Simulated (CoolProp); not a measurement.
The numbers come from the reference Helmholtz-energy equation of state, Thol 2015 in CoolProp.

For octamethylcyclotetrasiloxane (D4), give the phase and the Joule-Thomson coefficient (K/MPa) at 346.85 °C and 16.1 kPa; 346.85 °C and 431 kPa; 346.85 °C and 3370 kPa.


- 346.85 °C and 16.1 kPa: gas; Joule-Thomson coefficient 7.05
- 346.85 °C and 431 kPa: gas; Joule-Thomson coefficient 8.20
- 346.85 °C and 3370 kPa: supercritical; Joule-Thomson coefficient 2.20
